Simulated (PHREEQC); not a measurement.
Make-up at 25 °C: 130 mmol/kgw ZnSO4, 16 mmol/kgw KCl, 0.2 mmol/kgw FeSO4 and 2.1 mmol/kgw CO2. Closed to the air; pH follows from the charge balance.

All values are PHREEQC results (ion-association model, phreeqc.dat), not measurements.

Precipitation was switched off in this run.

Question: Order these C species by the share of C that they hold, largest first: CO2, HCO3-, ZnHCO3+.

Answer: CO2 (95 %), ZnHCO3+ (3.5 %), HCO3- (1.6 %)

Question: Order these Fe species by the share of Fe that they hold, largest first: FeCl+, FeSO4, Fe+2.

Answer: Fe+2 (62 %), FeSO4 (38 %), FeCl+ (0.36 %)

The pH is 4.42 and the ionic strength 0.276 mol/kgw.
